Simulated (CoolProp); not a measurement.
Vapour-liquid equilibrium of o-xylene (1) + n-decane (2) at 0.0254 bar; x and y are mole fractions of (1).

Computed with CoolProp (multi-fluid Helmholtz-energy mixture model, Zhou 2012 and Lemmon 2006; pair parameters Bell 2016).

```tsv
x	bubble temperature (°C)	y at the bubble point	dew temperature at overall composition x (°C)	liquid density (mol/L)
0.05	67.7	0.151	69.3	4.973
0.15	63.6	0.383	67.8	5.212
0.25	60.1	0.547	66.1	5.466
0.35	57.1	0.666	64.3	5.735
0.45	54.4	0.755	62.3	6.024
0.55	52.0	0.823	60.0	6.335
0.65	50.0	0.877	57.5	6.670
0.75	48.1	0.920	54.5	7.034
0.85	46.4	0.956	51.0	7.431
0.95	44.8	0.987	46.7	7.866
```

No azeotrope shows between x = 0.05 and 0.95.

Pair parameters are fitted to limited data, so mixtures are less certain than the pure fluids.
